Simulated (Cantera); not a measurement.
A perfectly stirred reactor is fed with 31.6 % H2, 14.4 % O2, 54.0 % N2, equivalence ratio 1.1, at 3.00 bar; it is adiabatic with a 600 K inlet, and is followed from long to short residence time, starting on the burning branch (τ in s: 0.027, 0.015, 0.0085, 0.0048, 0.0027, 0.0015, 0.00084, 0.00047, 0.00026, 0.00015, 8.3e-05, 4.6e-05, 2.6e-05).

Computed with Cantera and GRI-Mech 3.0 (53 species, 325 reactions). The hydrogen kinetics of GRI-Mech 3.0 are dated; newer H2 mechanisms differ, most at raised pressure.

x: mole fraction; the columns are a selection and need not sum to one.

| τ (s) | T (K) | x H2 | x O2 | x H2O2 | x NO | x N2O |
|---|---|---|---|---|---|---|
| 0.027 | 2586 | 0.0408 | 0.00180 | 2.01e-7 | 0.00201 | 1.80e-7 |
| 0.015 | 2584 | 0.0409 | 0.00189 | 2.07e-7 | 0.00192 | 1.78e-7 |
| 0.0085 | 2580 | 0.0411 | 0.00203 | 2.17e-7 | 0.00178 | 1.75e-7 |
| 0.0048 | 2574 | 0.0415 | 0.00227 | 2.33e-7 | [?] | 1.71e-7 |
| 0.0027 | 2563 | 0.0421 | 0.00264 | 2.57e-7 | [?] | 1.65e-7 |
| 0.0015 | 2546 | 0.0431 | 0.00323 | 2.90e-7 | [?] | 1.60e-7 |
| 0.00084 | 2520 | 0.0446 | 0.00406 | 3.34e-7 | [?] | 1.53e-7 |
| 0.00047 | 2483 | 0.0468 | 0.00520 | 3.88e-7 | [?] | 1.46e-7 |
| 0.00026 | 2432 | 0.0496 | 0.00674 | 4.56e-7 | [?] | 1.39e-7 |
| 0.00015 | 2371 | 0.0526 | 0.00851 | 5.36e-7 | [?] | 1.33e-7 |
| 8.3e-5 | 2290 | 0.0562 | 0.0108 | 6.52e-7 | [?] | 1.29e-7 |
| 4.6e-5 | 2194 | 0.0598 | 0.0135 | 8.24e-7 | [?] | 1.25e-7 |
| 2.6e-5 | 2090 | 0.0634 | 0.0165 | 1.09e-6 | [?] | 1.23e-7 |

Problem. What belongs in the gaps?

Solution. 
- 0.0048, x NO: 0.00157
- 0.0027, x NO: 0.00131
- 0.0015, x NO: 0.00100
- 0.00084, x NO: 0.000722
- 0.00047, x NO: 0.000491
- 0.00026, x NO: 0.000320
- 0.00015, x NO: 0.000212
- 8.3e-5, x NO: 0.000141
- 4.6e-5, x NO: 0.000100
- 2.6e-5, x NO: 7.63e-5
